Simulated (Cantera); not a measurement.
A freely propagating, adiabatic, planar premixed flame of C3H8 : O2 : N2 : H2O = 1 : 6.76 : 25.4 : 4.8 (molar parts), unburnt at 425 K and 0.563 atm; mixture-averaged transport, grid criteria slope 0.08 and curve 0.16, no radiation.

Cantera simulation using GRI-Mech 3.0 (53 species, 325 reactions); the numbers are that mechanism's predictions, not measurements. GRI-Mech 3.0 was tuned for natural gas; its chemistry of propane as a main component is partial and can be far from experiment. Burning velocities carry a grid error of a few per cent, more on coarse grids.

Q: Predict: laminar burning velocity; thermal thickness; peak x(HCO); peak x(CH2).

A: 
- laminar burning velocity = 44.2 cm/s
- thermal thickness = 0.844 mm
- peak x(HCO) = 2.36e-5
- peak x(CH2) = 1.21e-5
